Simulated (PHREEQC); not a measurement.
A solution holds 0.001 mol/kgw CaSO4, 4.6e-05 mol/kgw CO2 and 0.00071 mol/kgw H4SiO4, at 25 °C. Closed to the air; pH follows from the charge balance.

All values are PHREEQC results (ion-association model, wateq4f.dat), not measurements.

| quantity | before | after |
|---|---|---|
| pH | 5.38 | 5.43 |
| ionic strength (mol/kgw) | 0.00362 | 0.0284 |
| CO2 (mol/kgw) | 4.13e-5 | 4.01e-5 |
| HCO3- (mol/kgw) | 4.68e-6 | 5.62e-6 |
| H3SiO4- (mol/kgw) | 2.67e-8 | 3.33e-8 |
| CO3-2 (mol/kgw) | 6.35e-11 | 1.12e-10 |
| SI of Chalcedony (SiO2) | +0.40 | +0.41 |

**Question.** Name the change that produced these shifts.
A. diluted 2-fold with water
B. CaSO4 left out
C. diluted 100-fold with water
D. CaSO4 from 0.001 to 0.01 mol/kgw
E. CO2 replaced by Li2CO3 at the same molality

**Answer.** D, CaSO4 from 0.001 to 0.01 mol/kgw

Precipitation was switched off in this run. Some of these states are supersaturated (in Quartz (slow to form), Chalcedony (slow to form), for instance).
